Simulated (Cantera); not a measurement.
A closed system holds: 1 mol TiO2, 1.5 mol CH4, 16 mol H2, equilibrated at 2.33 Torr.

Cantera equilibrium calculation (NASA polynomials, part measured and part estimated; ideal gas, pure solids and liquids). Candidate condensed phases: C, C6H6, C7H8, C8H18, H2O, Ti, TiC, TiO, TiO2, Ti2O3, Ti3O5, Ti4O7; 113 gas species. Mutual solubility and eutectic melting of coexisting phases are not modelled. TiC, TiO: taken at fixed stoichiometry. Condensed phases not in the tables: solid solutions among these carbides, nitrides and lower oxides. Kinetics and transport are ignored.

Task: What share of the Ti ends up in condensed phases as a function of T (°C), at 1052, 1252, 1452, 1652, 1852, 2052, 2252?

Result: 
```csv
T (°C),Ti condensed (%),as
1052,100.0,TiC(s) + Ti2O3(s)
1252,100.0,TiC(s) + Ti2O3(s)
1452,100.0,TiC(s) + TiO(s)
1652,99.8,TiC(s) + TiO(s)
1852,90.6,TiC(s) + TiO(l)
2052,11.2,TiO(l)
2252,0.0,-
```
